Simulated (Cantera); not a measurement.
What does this Cantera script print?

```python
import numpy as np
import cantera as ct

gas_names = [...]  # 95 gases of nasa_gas.yaml made of C, F, H
cond_names = """
    C(gr) C6H6(L) C7H8(L) C8H18(L),n-octa
""".split()


# ... load() reads the species with a 1 bar reference pressure and builds the phases ...
atoms = {
    'C2F6': {'C': 2, 'F': 6},
    'H2': {'H': 2},
}
top_T = {'C(gr)': 4500}  # K; cautious upper limits of use, not melting points


# ... equilibrate(T, P, feed) seeds the gas with the atoms and calls Mixture.equilibrate('TP', solver="vcs", rtol=1e-11, max_steps=5000) ...
results = []
feed = {'C2F6': 1, 'H2': 0.27}  # mol
T = 3048  # K
P = 67  # Pa
mix = equilibrate(T, P, feed)
results.append((T, P, feed, dict(zip(mix.species_names, mix.species_moles))))
x = sorted(zip(gas.X, gas.species_names), reverse=True)
print(f"T = {T:g} K  P = {P:g} Pa  gas = {mix.phase_moles(0):.4g} mol")
print("   x: " + "  ".join(f"{s} {v:.3e}" for v, s in x if v > 1e-06))
print("   condensed (mol): " + ("  ".join(f"{mix.phase(i).name} {mix.phase_moles(i):.4g}"
      for i in range(1, mix.n_phases) if mix.phase_moles(i) > 1e-12) or "none"))
```

It prints:

```
T = 3048 K  P = 67 Pa  gas = 6.991 mol
   x: F 7.626e-01  C3 5.554e-02  HF 5.359e-02  C 4.935e-02  CF 4.050e-02  H 2.357e-02  C2 1.368e-02  CF2 7.769e-04  C5 2.032e-04  C4 8.942e-05  C2H 5.358e-05  H2 1.117e-05  CH 1.774e-06
   condensed (mol): none
```

Cantera equilibrium calculation (NASA polynomials, part measured and part estimated; ideal gas, pure solids and liquids). The feed counts by its element totals alone.
